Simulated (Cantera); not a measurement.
Predominance diagram of Zr at 727 °C against the partial pressures of O2 and N2 (log10, bar). Standard-state values (1 bar) from the NASA 1993 polynomials, evaluated with Cantera. Candidates: Zr(α), ZrN(s), ZrO2(monoclinic). Only these pure phases compete in this equilibrium. ZrN: taken at fixed stoichiometry.

```
log p(N2) \ log p(O2)
        columns: -45, -41.5, -38.1, -34.6, -31.2, -27.7, -24.2, -20.8, -17.3, -13.8, -10.4, -6.9, -3.5, 0
      0  A A A A B B B B B B B B B B
   -0.9  A A A A B B B B B B B B B B
   -1.9  A A A A B B B B B B B B B B
   -2.8  A A A B B B B B B B B B B B
   -3.7  A A A B B B B B B B B B B B
   -4.6  A A A B B B B B B B B B B B
   -5.6  A A A B B B B B B B B B B B
   -6.5  A A A B B B B B B B B B B B
   -7.4  A A A B B B B B B B B B B B
   -8.4  A A A B B B B B B B B B B B
   -9.3  A A A B B B B B B B B B B B
  -10.2  A A B B B B B B B B B B B B
  -11.1  A A B B B B B B B B B B B B
  -12.1  A A B B B B B B B B B B B B
    -13  A A B B B B B B B B B B B B
```

A: ZrN(s); B: ZrO2(monoclinic).
